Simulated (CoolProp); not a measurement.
Vapour-liquid equilibrium of 1-butene (1) + n-butane (2) at 68.25 °C; x and y are mole fractions of (1).

Computed with CoolProp (multi-fluid Helmholtz-energy mixture model, Lemmon 2005 and Bücker 2006; pair parameters Bell 2016).

```tsv
x	bubble pressure (MPa)	y at the bubble point	dew pressure at overall composition x (MPa)	liquid density (mol/L)
0.05	0.7847	0.057	0.7837	8.931
0.2	0.8084	0.225	…	9.002
0.35	0.8325	0.385	0.8272	9.074
0.5	…	0.536	0.8505	9.147
0.65	…	…	0.8739	…
0.8	0.8992	0.819	0.8965	9.304
0.95	0.9176	0.955	…	9.390
```

Problem. Some entries are withheld; supply them.

Solution. 
- 0.2, dew pressure at overall composition x (MPa): 0.8047
- 0.5, bubble pressure (MPa): 0.8561
- 0.65, bubble pressure (MPa): 0.8786
- 0.65, y at the bubble point: 0.680
- 0.65, liquid density (mol/L): 9.223
- 0.95, dew pressure at overall composition x (MPa): 0.9170

No azeotrope shows between x = 0.05 and 0.95.

Pair parameters are fitted to limited data, so mixtures are less certain than the pure fluids.
